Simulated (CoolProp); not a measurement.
Values from CoolProp's reference Helmholtz-energy equation of state, Tillner-Roth 1997.

Task: Give the vapour pressure (kPa), liquid density (kg/m³), enthalpy of vaporisation (kJ/kg), liquid viscosity (µPa s) of saturated CH2F2 (R32) at 191.4, 196.1, 200.7 K.

Result: 
| T (K) | p (kPa) | liquid density (kg/m³) | enthalpy of vaporisation (kJ/kg) | liquid viscosity (µPa s) |
|---|---|---|---|---|
| 191.4 | 16.5 | 1290 | 412 | 482 |
| 196.1 | 22.8 | 1280 | 408 | 444 |
| 200.7 | 30.9 | 1270 | 403 | 411 |

Viscosity comes from a separate model (Bell 2016), an estimate that may be off by 10 % or more.
